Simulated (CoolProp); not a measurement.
Vapour-liquid equilibrium of R125 (1) + isobutane (2) at 313.7 K; x and y are mole fractions of (1).

The numbers come from the multi-fluid Helmholtz-energy mixture model, Lemmon 2005 and Bücker 2006; pair parameters Bell 2016 in CoolProp.

| x | bubble pressure, mixture model (MPa) | bubble pressure, Raoult's law (MPa) | y, mixture model | y, Raoult's law |
|---|---|---|---|---|
| 0.05 | 0.7280 | 0.6137 | ? | 0.166 |
| 0.125 | 0.9747 | 0.7259 | 0.453 | 0.350 |
| 0.2 | 1.179 | 0.8382 | 0.556 | 0.486 |
| 0.275 | ? | 0.9504 | 0.621 | 0.589 |
| 0.35 | 1.480 | 1.063 | 0.666 | 0.670 |
| 0.425 | 1.590 | 1.175 | 0.701 | 0.736 |
| 0.5 | ? | 1.287 | 0.730 | 0.791 |
| 0.575 | ? | 1.399 | 0.758 | 0.836 |
| 0.65 | 1.835 | 1.511 | 0.786 | 0.875 |
| 0.725 | 1.901 | 1.624 | ? | 0.909 |
| 0.8 | 1.959 | 1.736 | 0.852 | 0.938 |
| 0.875 | 2.007 | 1.848 | 0.896 | 0.964 |
| 0.95 | 2.034 | 1.960 | 0.953 | 0.986 |

### Question
What belongs in the gaps?

### Answer

- 0.05, y, mixture model: 0.259
- 0.275, bubble pressure, mixture model (MPa): 1.345
- 0.5, bubble pressure, mixture model (MPa): 1.682
- 0.575, bubble pressure, mixture model (MPa): 1.763
- 0.725, y, mixture model: 0.816

The largest gap from Raoult's law is +41.5 % in bubble pressure, at x = 0.275. No azeotrope shows between x = 0.05 and 0.95.

The pair parameters rest on a limited set of measurements; away from them the model extrapolates.
